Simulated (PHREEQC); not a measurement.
A column of 1 m (40 cells, dispersivity 0.035 m, 3600 s a shift, diffusion coefficient 3e-10 m²/s) holds 0.41 eq of the database's cation exchanger X per kg of pore water, first in equilibrium with 0.00077 mol MgSO4, 0.021 mol NH4Cl and 1e-05 mol HCl per kg of water. It is flushed with 0.0098 mol/kgw CaCl2, 0.078 mol/kgw MgCl2 and 1e-05 mol/kgw HCl, at 25 °C. Values are for the last cell. No CO2 enters from the air. Nothing may precipitate in this run.

Model: ion-association model, phreeqc.dat, run in PHREEQC.

```tsv
pore volumes	Ca in solution (mol/kgw)	S in solution (mol/kgw)	NH4 in solution (mol/kgw)	Mg in solution (mol/kgw)	Cl in solution (mol/kgw)	CaX2 on the exchanger (mol/kgw)	MgX2 on the exchanger (mol/kgw)
0	0	0.000770	0.0210	0.000770	0.0210	0	0.0497
0.4625	0	0.000769	0.0212	0.000788	0.0213	0	0.0497
0.9125	0	0.000451	0.0695	0.00824	0.0851	0	0.0499
1.137	2.52e-10	0.000206	0.100	0.0173	0.134	1.16e-9	0.0504
1.587	2.82e-6	2.20e-5	0.120	0.0257	0.171	8.99e-6	0.0517
2.038	7.18e-5	1.49e-6	0.115	0.0300	0.175	0.000224	0.0589
2.487	0.000381	8.14e-8	0.100	0.0373	0.176	0.00122	0.0751
2.938	0.00107	3.95e-9	0.0800	0.0467	0.176	0.00351	0.0972
3.388	0.00213	1.80e-10	0.0592	0.0561	0.176	0.00719	0.120
3.612	0.00276	3.77e-11	0.0495	0.0603	0.176	0.00943	0.130
4.062	0.00413	1.63e-12	0.0332	0.0671	0.176	0.0143	0.146
4.513	0.00549	6.88e-14	0.0211	0.0718	0.176	0.0191	0.158
4.963	0.00669	0	0.0128	0.0747	0.176	0.0233	0.165
5.412	0.00765	0	0.00748	0.0764	0.176	0.0267	0.168
5.862	0.00837	0	0.00425	0.0773	0.176	0.0292	0.170
6.088	0.00865	0	0.00317	0.0776	0.176	0.0301	0.171
6.537	0.00907	0	0.00174	0.0779	0.176	0.0316	0.171
6.987	0.00934	0	0.000935	0.0780	0.176	0.0325	0.171
```

Species that the database lacks are ignored.
